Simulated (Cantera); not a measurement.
A perfectly stirred reactor is fed with H2 : O2 = 0.0088 : 1 (molar parts), equivalence ratio 0.0044, at 0.0380 bar; it is held at 1098 K, and followed from long to short residence time.

Computed with Cantera and the H2/O2 subset of GRI-Mech 3.0, which has no nitrogen chemistry. Radical loss at walls, strong at low pressure, is not modelled.

Problem. Predict: x(H2) at τ = 5.10 s; x(O2) at τ = 5.10 s; x(OH) at τ = 5.10 s; x(HO2) at τ = 5.10 s; x(H2O2) at τ = 5.10 s; x(H2) at τ = 0.110 s; x(O2) at τ = 0.110 s; x(OH) at τ = 0.110 s; x(HO2) at τ = 0.110 s; x(H2O2) at τ = 0.110 s.

Solution. x(H2) at τ = 5.10 s: 2.44e-5
x(O2) at τ = 5.10 s: 0.991
x(OH) at τ = 5.10 s: 7.12e-5
x(HO2) at τ = 5.10 s: 4.67e-7
x(H2O2) at τ = 5.10 s: 2.66e-8
x(H2) at τ = 0.110 s: 0.000204
x(O2) at τ = 0.110 s: 0.990
x(OH) at τ = 0.110 s: 0.000286
x(HO2) at τ = 0.110 s: 2.10e-6
x(H2O2) at τ = 0.110 s: 7.21e-8
